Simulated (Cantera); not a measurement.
An isothermal, constant-pressure homogeneous reactor starts with NH₃ : H₂ = 1 : 1.7 (molar parts), at 1723 K and 71.3 Torr.

Cantera simulation using the gas-phase N/H chemistry of the illustrative SiF4/NH3 mechanism in the Surface Chemkin manual (1991); the numbers are that mechanism's predictions, not measurements. Walls and surfaces, which speed up NH3 decomposition in real reactors, are not modelled.

Task: Predict: x(NH₃) at 10.0 s; x(H₂) at 10.0 s; x(N₂) at 10.0 s; x(NH) at 10.0 s; x(H) at 10.0 s; x(N) at 10.0 s.

Result: 
```json
{
 "x(NH₃) at 10.0 s": "0.136 (gas-phase equilibrium 9.59e-7)",
 "x(H₂) at 10.0 s": "0.778 (gas-phase equilibrium 0.864)",
 "x(N₂) at 10.0 s": "0.0854 (gas-phase equilibrium 0.135)",
 "x(NH) at 10.0 s": "1.01e-6 (gas-phase equilibrium 5.67e-11)",
 "x(H) at 10.0 s": "0.000178 (gas-phase equilibrium 0.000554)",
 "x(N) at 10.0 s": "6.43e-8 (gas-phase equilibrium 1.04e-11)"
}
```
